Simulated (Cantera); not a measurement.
A closed system holds: 1 mol Si, 0.43 mol N2O, 880 mol H2, at 1425 °C and 7.50 Torr.

Equilibrium computed with Cantera from the NASA thermochemical tables; the gas is ideal and each condensed phase is pure. Candidate condensed phases: H2O, Si, SiO2, Si2N2O, Si3N4; 35 gas species. Gases not in the tables: Si2H6 and higher silanes. Equilibrium is a limit: real reactors are often held back by kinetics, nucleation or transport.

Base state: H2 0.997, H 0.00144, SiO 0.000488, N2 0.000488, Si 6.57e-5, SiH2 1.39e-5, SiH 1.02e-5 (mole fractions); condensed: Si(l).

Task: What changes in the equilibrium state with this change: Si replaced by SiC?

Result: 
```json
[
 {"species": "H2", "before": "0.997", "after": "0.998"},
 {"species": "H", "before": "0.00144", "after": "0.00144"},
 {"species": "N2", "before": "0.000488", "after": "0.000485"},
 {"species": "CO", "before": "0", "after": "0.000251"},
 {"species": "SiO", "before": "0.000488", "after": "0.000237"},
 {"species": "Si", "before": "6.57e-5", "after": "1.47e-5"},
 {"species": "SiH", "before": "1.02e-5", "after": "2.29e-6"},
 {"species": "SiH2", "before": "1.39e-5", "after": "3.12e-6"},
 {"species": "Si(l), mol", "before": "0.490", "after": "0"},
 {"species": "SiC(s), mol", "before": "0", "after": "0.773"}
]
```
Further candidate phases: C, C6H6, C7H8, C8H18, SiC.

Task: What changes in the equilibrium state with this change: temperature from 1425 °C to 1550 °C?

Result: 
```csv
species,before,after
H2,0.997,0.994
H,0.00144,0.00433
SiO,0.000488,0.000487
Si,6.57e-5,0.000443
SiH,1.02e-5,4.72e-5
SiH2,1.39e-5,3.50e-5
"Si(l), mol",0.490,0.0979
```
